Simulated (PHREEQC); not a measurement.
Make-up at 75 °C: 10 mmol/kgw HF, 50 mmol/kgw CsF, 0.051 mmol/kgw H2SiF6 and 48 mmol/kgw H2SO4. Closed to the air; pH follows from the charge balance.

Equilibrium calculation in PHREEQC: ion-association model, wateq4f.dat.

Precipitation was switched off in this run.

**Question.** Order these F species by the share of F that they hold, largest first: F-, HF2-, H2F2, SiF6-2, HF.

**Answer.** HF (92 %), H2F2 (3.8 %), F- (2.4 %), HF2- (1.2 %), SiF6-2 (0.51 %)

The pH is 1.90 and the ionic strength 0.0812 mol/kgw. Species that the database lacks are ignored. At this temperature some constants are extrapolated from 25 °C, and those without enthalpy data are left unchanged. SiF6-2 is the database's only silicon fluoride.
